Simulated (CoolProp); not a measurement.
Saturation properties of nitrogen.

Values from CoolProp's reference Helmholtz-energy equation of state, Span 2000.

```
T (K)  p (bar)  enthalpy of vaporisation (kJ/kg)  liquid cp (kJ/(kg K))  vapour Z  surface tension (mN/m)
-----  -------  --------------------------------  ---------------------  --------  ----------------------
72.7    0.5634                             204.9                  2.023    0.9717                    9.95
76.5    0.9150                             200.3                  2.038    0.9599                    9.07
80.2     1.399                             195.4                  2.057    0.9458                    8.24
84       2.076                             190.0                  2.083    0.9285                    7.40
87.7     2.944                             184.3                  2.115    0.9087                    6.60
91.5     4.090                             177.9                  2.160    0.8852                    5.80
95.2     5.489                             171.0                  2.216    0.8592                    5.04
99       7.257                             163.2                  2.293    0.8290                    4.28
102.7    9.340                             154.7                  2.396    0.7959                    3.57
106.5    11.89                             144.8                  2.544    0.7574                    2.86
```

It boils at 77.4 K under 1 atm.

Surface tension comes from a separate correlation (Mulero 2012).
